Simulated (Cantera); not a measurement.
What does this Cantera script print?

```python
import numpy as np
import cantera as ct

gas_names = """
    H HO2 H2 H2O H2O2 Li LiH LiO LiOH Li2 Li2O Li2O2 Li2O2H2 O OH O2 O3
""".split()
cond_names = """
    H2O(s) H2O(L) Li(cr) Li(L) LiH(s) LiH(L) LiOH(s) LiOH(L) Li2O(s) Li2O(L)
""".split()


def load(file, names, dense=False):
    # The tables refer to 1 bar. Condensed volumes are neglected.
    table = {s.name: s for s in ct.Species.list_from_file(file)}
    out = []
    for n in names:
        d = dict(table[n].input_data)
        d["thermo"] = dict(d["thermo"], **{"reference-pressure": 1e5})
        if dense:
            d["equation-of-state"] = {"model": "constant-volume", "density": "1e6 g/cm^3"}
        out.append(ct.Species.from_dict(d))
    return out


gas = ct.Solution(thermo="ideal-gas", species=load("nasa_gas.yaml", gas_names))
cond = {s.name: ct.Solution(thermo="fixed-stoichiometry", species=[s], name=s.name)
        for s in load("nasa_condensed.yaml", cond_names, dense=True)}
atoms = {
    'LiOH': {'Li': 1, 'O': 1, 'H': 1},
    'H2O': {'H': 2, 'O': 1},
}
top_T = {}  # K; cautious upper limits of use, not melting points


def equilibrate(T, P, feed):
    n = {}
    for name, mol in feed.items():
        for a, k in atoms[name].items():
            n[a] = n.get(a, 0.0) + k * mol
    gas.TPX = T, P, n
    mass = sum(n.values()) * gas.mean_molecular_weight
    gas.equilibrate("TP")
    valid = [c for c in cond.values() if c.min_temp <= T <= top_T.get(c.name, c.max_temp)]
    mix = ct.Mixture([(gas, mass / gas.mean_molecular_weight)] + [(c, 0.0) for c in valid])
    mix.T, mix.P = T, P
    mix.equilibrate("TP", solver="vcs", rtol=1e-11, max_steps=5000)
    return mix


results = []
feed = {'LiOH': 1, 'H2O': 1.1}  # mol
P = 133.322  # Pa
for T in [1323, 1473, 1623, 1773, 1923, 2073, 2223]:
    mix = equilibrate(T, P, feed)
    results.append((T, P, feed, dict(zip(mix.species_names, mix.species_moles))))

top = {s: max(r[3][s] / sum(r[3][g] for g in gas_names) for r in results) for s in gas_names}
cols = sorted((s for s in top if top[s] > 0.001), key=lambda s: -top[s])[:8]
seen = [c for c in cond_names if any(r[3].get(c, 0) > 1e-12 for r in results)]
print("log10 of partial pressures in bar; condensed amounts in mol")
print(f"{'T/K':>10s}" + "".join(f"{s[:9]:>10s}" for s in cols + seen))
for T, P, feed, n in results:
    ng = sum(n[g] for g in gas_names)
    print(f"{T:10.4g}" + "".join(f"{np.log10(max(n[s] / ng * P / 1e5, 1e-99)):10.3f}" for s in cols)
          + "".join(f"{n.get(c, 0):10.4g}" for c in seen))
```

It prints:

```
log10 of partial pressures in bar; condensed amounts in mol
       T/K       H2O      LiOH        Li        O2        H2         H        OH         O   Li2O(s)
      1323    -2.930    -3.807    -7.707    -6.755    -6.439    -9.019    -7.349    -9.953    0.3999
      1473    -3.154    -3.203    -6.063    -6.151    -5.962    -7.879    -6.656    -8.630  0.002808
      1623    -3.158    -3.205    -5.333    -5.564    -5.438    -6.879    -5.977    -7.503         0
      1773    -3.163    -3.220    -4.742    -5.070    -5.008    -6.050    -5.413    -6.562         0
      1923    -3.176    -3.262    -4.267    -4.658    -4.650    -5.351    -4.942    -5.770         0
      2073    -3.206    -3.358    -3.906    -4.331    -4.349    -4.754    -4.556    -5.105         0
      2223    -3.275    -3.546    -3.665    -4.101    -4.105    -4.246    -4.256    -4.556         0
```

Cantera equilibrium calculation (NASA polynomials, part measured and part estimated; ideal gas, pure solids and liquids).
